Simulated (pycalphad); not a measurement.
# Phase fractions of Sn-80.9Si (at.%)

Source of the numbers: pycalphad with the COST 507 light-alloy database (1999); pressure 1 atm. The database dates from 1999; later assessments differ in places, in temperatures and in the compounds included. Phase fractions are per mole of atoms.

```json
[
 {"T (°C)": "1402", "LIQUID": "1.000", "DIAMOND_A4": "-"},
 {"T (°C)": "1327", "LIQUID": "0.333", "DIAMOND_A4": "0.667"},
 {"T (°C)": "1252", "LIQUID": "0.240", "DIAMOND_A4": "0.760"},
 {"T (°C)": "1177", "LIQUID": "0.214", "DIAMOND_A4": "0.786"},
 {"T (°C)": "1102", "LIQUID": "0.204", "DIAMOND_A4": "0.796"},
 {"T (°C)": "1027", "LIQUID": "0.198", "DIAMOND_A4": "0.802"},
 {"T (°C)": "952", "LIQUID": "0.195", "DIAMOND_A4": "0.805"},
 {"T (°C)": "877", "LIQUID": "0.193", "DIAMOND_A4": "0.807"},
 {"T (°C)": "802", "LIQUID": "0.192", "DIAMOND_A4": "0.808"},
 {"T (°C)": "727", "LIQUID": "0.192", "DIAMOND_A4": "0.808"},
 {"T (°C)": "652", "LIQUID": "0.191", "DIAMOND_A4": "0.809"},
 {"T (°C)": "577", "LIQUID": "0.191", "DIAMOND_A4": "0.809"},
 {"T (°C)": "502", "LIQUID": "0.191", "DIAMOND_A4": "0.809"},
 {"T (°C)": "427", "LIQUID": "0.191", "DIAMOND_A4": "0.809"},
 {"T (°C)": "352", "LIQUID": "0.191", "DIAMOND_A4": "0.809"},
 {"T (°C)": "277", "LIQUID": "0.191", "DIAMOND_A4": "0.809"}
]
```

DIAMOND_A4 is diamond (Si).
